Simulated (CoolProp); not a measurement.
Computed with CoolProp (reference Helmholtz-energy equation of state, Lemmon 2006). It is a short technical equation, of lower accuracy than the large ones.

### Question
Give the vapour pressure (kPa), vapour density (kg/m³), enthalpy of vaporisation (kJ/kg), liquid cp (kJ/(kg K)) of saturated carbonyl sulfide at 354.9 K.

### Answer
```csv
T (K),p (kPa),vapour density (kg/m³),enthalpy of vaporisation (kJ/kg),liquid cp (kJ/(kg K))
354.9,4210,143,153,2.16
```
